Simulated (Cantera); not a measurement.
Feed: 1 mol Si, 2.8 mol HCl, 11 mol N2, 0.00015 mol O2, held at 10.0 Torr.

Equilibrium computed with Cantera from the NASA thermochemical tables; the gas is ideal and each condensed phase is pure. Candidate condensed phases: H2O, NH4Cl, Si, SiO2, Si2N2O, Si3N4; 47 gas species. N2 is the only nitrogen source here; it is nearly inert below about 1500 K, so the nitride shown seldom forms there in practice. Mutual solubility and eutectic melting of coexisting phases are not modelled. Kinetics and transport are ignored.

Which condensed phases are stable at each of these points (T (°C)): 525, 600, 675, 750, 825, 900, 975, 1050, 1125, 1200, 1275, 1350?


| T (°C) | condensed phases | Si condensed (%) |
|---|---|---|
| 525 | Si2N2O(s) + Si3N4(s) | 69.6 |
| 600 | Si2N2O(s) + Si3N4(s) | 71.8 |
| 675 | Si2N2O(s) + Si3N4(s) | 73.6 |
| 750 | Si2N2O(s) + Si3N4(s) | 75.1 |
| 825 | Si2N2O(s) + Si3N4(s) | 76.2 |
| 900 | Si2N2O(s) + Si3N4(s) | 77.0 |
| 975 | Si2N2O(s) + Si3N4(s) | 76.9 |
| 1050 | Si2N2O(s) + Si3N4(s) | 74.8 |
| 1125 | Si2N2O(s) + Si3N4(s) | 68.0 |
| 1200 | Si2N2O(s) + Si3N4(s) | 54.9 |
| 1275 | Si3N4(s) | 38.2 |
| 1350 | Si3N4(s) | 21.8 |

From 525 °C to 1200 °C the condensed part is Si2N2O(s) + Si3N4(s). From 1275 °C to 1350 °C the condensed part is Si3N4(s).
